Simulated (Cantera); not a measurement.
An isothermal, constant-pressure homogeneous reactor starts with 0.483 % CH₄, 98.5 % H₂, 0.985 % CO₂, at 2700 K and 17.3 Torr.

Cantera simulation using GRI-Mech 3.0 (53 species, 325 reactions); the numbers are that mechanism's predictions, not measurements. Radical loss at walls, strong at low pressure, is not modelled.

x: mole fraction; the columns are a selection and need not sum to one.

| t (s) | x CH₄ | x H₂ | x CO₂ | x H₂O | x CO | x C₂H₆ | x O₂ |
|---|---|---|---|---|---|---|---|
| 2.00e-5 | 0.00471 | 0.985 | 0.00984 | 6.94e-6 | 7.37e-6 | 1.13e-9 | <1e-12 |
| 6.65e-5 | 0.00459 | 0.983 | 0.00975 | 8.64e-5 | 8.80e-5 | 4.89e-9 | 5.66e-12 |
| 0.000221 | 0.00424 | 0.978 | (withheld) | (withheld) | (withheld) | (withheld) | 6.85e-11 |
| 0.000737 | 0.00327 | 0.959 | 0.00342 | 0.00627 | 0.00635 | 6.12e-8 | 1.24e-9 |
| 0.00245 | 0.00108 | 0.933 | 1.55e-5 | 0.00917 | 0.00988 | 1.56e-8 | 1.29e-8 |
| 0.00816 | 0.000150 | 0.911 | 1.39e-5 | 0.00784 | 0.0109 | 4.37e-10 | 2.42e-8 |
| 0.0271 | (withheld) | 0.874 | (withheld) | (withheld) | 0.0132 | 1.20e-11 | (withheld) |
| 0.0903 | 1.13e-11 | 0.790 | 1.04e-5 | 0.00419 | 0.0131 | <1e-12 | 8.66e-8 |
| 0.301 | 1.28e-12 | 0.692 | 9.95e-6 | 0.00373 | 0.0124 | <1e-12 | 2.36e-7 |
| 1.00 | <1e-12 | 0.674 | 9.87e-6 | 0.00364 | 0.0123 | <1e-12 | 2.74e-7 |

What belongs in the gaps?


- 0.000221, x CO₂: 0.00888
- 0.000221, x H₂O: 0.000932
- 0.000221, x CO: 0.000940
- 0.000221, x C₂H₆: 2.32e-8
- 0.0271, x CH₄: 2.08e-5
- 0.0271, x CO₂: 1.15e-5
- 0.0271, x H₂O: 0.00510
- 0.0271, x O₂: 2.96e-8
